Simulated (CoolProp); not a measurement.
The fluid at 452.09 K and 1.18 MPa is compressed adiabatically to 7.48 MPa with isentropic efficiency 0.7. The same conditions are run with several fluids, on thermodynamics alone (safety and materials aside).

The numbers come from the reference Helmholtz-energy equation of state of each fluid (oxygen: Schmidt 1985; ethane: Bücker 2006; nitrogen: Span 2000) in CoolProp.

| fluid | work (kJ/kg) | final temperature (K) | final density (kg/m³) |
|---|---|---|---|
| oxygen | 404 | ? | 33.3 |
| ethane | ? | ? | ? |
| nitrogen | ? | ? | ? |

Some entries are withheld; supply them.


- oxygen, final temperature (K): 847.6
- ethane, work (kJ/kg): 355
- ethane, final temperature (K): 594.6
- ethane, final density (kg/m³): 47.0
- nitrogen, work (kJ/kg): 471
- nitrogen, final temperature (K): 878.6
- nitrogen, final density (kg/m³): 27.9

Above 300 K oxygen's equation is extrapolated.
